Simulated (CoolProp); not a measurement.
Saturation properties of m-xylene.

Values from CoolProp's reference Helmholtz-energy equation of state, Zhou 2012.

```json
[
 {"T (°C)": "35.55", "p (bar)": "0.02007", "liquid cp (kJ/(kg K))": "1.745", "vapour Z": "0.9976", "surface tension (mN/m)": "27.0", "liquid conductivity (mW/(m K))": "127"},
 {"T (°C)": "59.65", "p (bar)": "0.06494", "liquid cp (kJ/(kg K))": "1.826", "vapour Z": "0.9941", "surface tension (mN/m)": "24.3", "liquid conductivity (mW/(m K))": "121"},
 {"T (°C)": "83.75", "p (bar)": "0.1744", "liquid cp (kJ/(kg K))": "1.911", "vapour Z": "0.9877", "surface tension (mN/m)": "21.8", "liquid conductivity (mW/(m K))": "___"},
 {"T (°C)": "107.85", "p (bar)": "0.4043", "liquid cp (kJ/(kg K))": "1.999", "vapour Z": "0.9774", "surface tension (mN/m)": "19.3", "liquid conductivity (mW/(m K))": "___"},
 {"T (°C)": "132.05", "p (bar)": "0.8362", "liquid cp (kJ/(kg K))": "2.090", "vapour Z": "0.9622", "surface tension (mN/m)": "16.8", "liquid conductivity (mW/(m K))": "102"},
 {"T (°C)": "156.15", "p (bar)": "1.569", "liquid cp (kJ/(kg K))": "2.184", "vapour Z": "0.9413", "surface tension (mN/m)": "14.5", "liquid conductivity (mW/(m K))": "96.9"},
 {"T (°C)": "180.25", "p (bar)": "2.727", "liquid cp (kJ/(kg K))": "2.282", "vapour Z": "0.9138", "surface tension (mN/m)": "12.2", "liquid conductivity (mW/(m K))": "91.7"},
 {"T (°C)": "204.35", "p (bar)": "___", "liquid cp (kJ/(kg K))": "2.387", "vapour Z": "0.8787", "surface tension (mN/m)": "9.95", "liquid conductivity (mW/(m K))": "87.1"},
 {"T (°C)": "228.45", "p (bar)": "6.907", "liquid cp (kJ/(kg K))": "2.504", "vapour Z": "0.8347", "surface tension (mN/m)": "7.84", "liquid conductivity (mW/(m K))": "83.0"},
 {"T (°C)": "252.55", "p (bar)": "10.27", "liquid cp (kJ/(kg K))": "2.644", "vapour Z": "0.7802", "surface tension (mN/m)": "5.84", "liquid conductivity (mW/(m K))": "79.5"},
 {"T (°C)": "276.65", "p (bar)": "14.73", "liquid cp (kJ/(kg K))": "2.829", "vapour Z": "0.7121", "surface tension (mN/m)": "3.97", "liquid conductivity (mW/(m K))": "76.7"},
 {"T (°C)": "300.75", "p (bar)": "20.55", "liquid cp (kJ/(kg K))": "3.131", "vapour Z": "0.6250", "surface tension (mN/m)": "___", "liquid conductivity (mW/(m K))": "74.7"}
]
```

Fill in the missing entries.


- 83.75, liquid conductivity (mW/(m K)): 115
- 107.85, liquid conductivity (mW/(m K)): 108
- 204.35, p (bar): 4.453
- 300.75, surface tension (mN/m): 2.27

It boils at 139.1 °C under 1 atm.

Thermal conductivity comes from a separate model (Mylona 2014). Surface tension comes from a separate correlation (Mulero 2014).
